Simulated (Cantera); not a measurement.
Cantera run, input and output.

```python
import numpy as np
import cantera as ct

gas = ct.Solution("gri30.yaml")


def delay(T, t_max=10):
    gas.TPX = T, 410000, {'CH3OH': 1, 'O2': 0.75, 'N2': 3.9, 'H2O': 1.4}
    reactor = ct.IdealGasConstPressureReactor(gas, clone=False)
    net = ct.ReactorNet([reactor])
    net.rtol, net.atol = 1e-8, 1e-16
    while net.time < t_max:
        t_old, T_old = net.time, reactor.T
        net.step()
        if reactor.T > T + 400:  # ignition: a rise of 400 K
            return t_old + (T + 400 - T_old) / (reactor.T - T_old) * (net.time - t_old)
    return np.nan


taus = []
for T in [1075, 1175, 1275, 1375, 1475, 1575, 1675, 1775]:
    taus.append(delay(T))
    print(f"T0 = {T:6g} K   tau = {taus[-1]:.4e} s")
```

Result:

```
T0 =   1075 K   tau = 2.1821e-02 s
T0 =   1175 K   tau = 3.1174e-03 s
T0 =   1275 K   tau = 6.1319e-04 s
T0 =   1375 K   tau = 1.5952e-04 s
T0 =   1475 K   tau = 5.3541e-05 s
T0 =   1575 K   tau = 2.2434e-05 s
T0 =   1675 K   tau = 1.1451e-05 s
T0 =   1775 K   tau = 7.0807e-06 s
```

Model: GRI-Mech 3.0 (53 species, 325 reactions), integrated in Cantera. GRI-Mech 3.0 was tuned for natural gas; its chemistry of methanol as a main component is partial and can be far from experiment.
